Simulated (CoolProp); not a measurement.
Vapour-liquid equilibrium of carbon dioxide (1) + R227EA (2) at 0.639 MPa; x and y are mole fractions of (1).

Values from CoolProp's multi-fluid Helmholtz-energy mixture model, Span 1996 and Lemmon 2016; pair parameters Bell 2016.

```csv
x,bubble temperature (°C),y at the bubble point,dew temperature at overall composition x (°C),liquid density (mol/L)
0.05,24.4,0.298,34.7,8.443
0.15,3.5,0.666,30.7,9.601
0.25,-11.4,0.827,26.5,10.75
0.35,-21.8,___,___,11.95
0.45,___,0.940,17.0,___
0.55,-35.2,___,11.3,14.76
0.65,___,0.976,4.7,___
0.75,-43.8,0.986,-3.4,18.60
0.85,-47.2,0.993,-14.2,21.17
0.95,-50.2,___,-32.0,24.41
```

Question: Fill in the missing entries.

Answer: 
- 0.35, y at the bubble point: 0.901
- 0.35, dew temperature at overall composition x (°C): 22.0
- 0.45, bubble temperature (°C): -29.4
- 0.45, liquid density (mol/L): 13.27
- 0.55, y at the bubble point: 0.962
- 0.65, bubble temperature (°C): -39.9
- 0.65, liquid density (mol/L): 16.51
- 0.95, y at the bubble point: 0.998

No azeotrope shows between x = 0.05 and 0.95.

The pair parameters rest on a limited set of measurements; away from them the model extrapolates.
